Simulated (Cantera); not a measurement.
A perfectly stirred reactor is fed with 7.75 % H2, 92.3 % O2, equivalence ratio 0.042, at 170 Pa; it is held at 1473 K, and followed from long to short residence time.

Computed with Cantera and GRI-Mech 3.0 (53 species, 325 reactions). Radical loss at walls, strong at low pressure, is not modelled. The temperature is held fixed by assumption; the heat of reaction is taken as removed at once.

Task: Predict: x(H2) at τ = 26.0 s; x(O2) at τ = 26.0 s; x(OH) at τ = 26.0 s; x(H2O) at τ = 26.0 s; x(HO2) at τ = 26.0 s; x(H2) at τ = 0.360 s; x(O2) at τ = 0.360 s; x(OH) at τ = 0.360 s; x(H2O) at τ = 0.360 s; x(HO2) at τ = 0.360 s.

Result: 
```
Item                      Value
---------------------  --------
x(H2) at τ = 26.0 s    0.000464
x(O2) at τ = 26.0 s       0.905
x(OH) at τ = 26.0 s     0.00512
x(H2O) at τ = 26.0 s     0.0763
x(HO2) at τ = 26.0 s    1.77e-7
x(H2) at τ = 0.360 s    0.00191
x(O2) at τ = 0.360 s      0.863
x(OH) at τ = 0.360 s    0.00988
x(H2O) at τ = 0.360 s    0.0658
x(HO2) at τ = 0.360 s   2.89e-7
```
